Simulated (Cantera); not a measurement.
Mixture: H2 : O2 : N2 : NO = 1 : 0.526 : 1.98 : 0.0035 (molar parts), at 0.640 bar, adiabatic and at constant volume. Ignition delay is the time to a rise of 400 K.

Cantera simulation using GRI-Mech 3.0 (53 species, 325 reactions); the numbers are that mechanism's predictions, not measurements. Below about 950 K walls govern HO2 and H2O2 in real vessels.

### Question
What does this change do: O2 0.526 to 0.72 parts?

### Answer
```json
[
 {"quantity": "delay at 925 K", "before": "0.682 ms", "after": "0.594 ms"},
 {"quantity": "delay at 1000 K", "before": "0.279 ms", "after": "0.234 ms"},
 {"quantity": "delay at 1075 K", "before": "0.146 ms", "after": "0.122 ms"},
 {"quantity": "delay at 1150 K", "before": "90.1 µs", "after": "74.8 µs"},
 {"quantity": "delay at 1225 K", "before": "61.4 µs", "after": "51.1 µs"},
 {"quantity": "delay at 1300 K", "before": "45.1 µs", "after": "37.6 µs"}
]
```
